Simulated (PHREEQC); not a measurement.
Consider water at 25 °C with 2.2 mmol/kgw HCl, 0.031 mmol/kgw ZnSO4 and 2.7 mmol/kgw NiSO4. Closed to the air; pH follows from the charge balance.

Equilibrium calculation in PHREEQC: ion-association model, wateq4f.dat.

Precipitation was switched off in this run.

Q: Order these Ni species by the share of Ni that they hold, largest first: NiCl+, Ni+2, NiSO4.

A: Ni+2 (85 %), NiSO4 (15 %), NiCl+ (0.30 %)

The pH is 2.75 and the ionic strength 0.0110 mol/kgw.
